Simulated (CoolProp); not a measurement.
Properties of carbon monoxide at several states (Tc = -140.3 °C, pc = 3498 kPa, ω = 0.050).

The numbers come from the reference Helmholtz-energy equation of state, Lemmon 2006 in CoolProp. It is a short technical equation, of lower accuracy than the large ones.

| T (°C) | p (kPa) | phase | cp (kJ/(kg K)) | isothermal compressibility (1/MPa) | expansivity (1/kK) | fugacity coefficient |
|---|---|---|---|---|---|---|
| -79.45 | 93.8 | gas | (withheld) | 10.69 | 5.212 | 0.9973 |
| -143.45 | 81.8 | gas | (withheld) | 12.33 | 7.902 | 0.9916 |
| 29.75 | 152 | gas | (withheld) | 6.582 | 3.316 | 0.9995 |

Question: What belongs in the gaps?

Answer: 
- -79.45, cp (kJ/(kg K)): 1.044
- -143.45, cp (kJ/(kg K)): 1.052
- 29.75, cp (kJ/(kg K)): 1.043
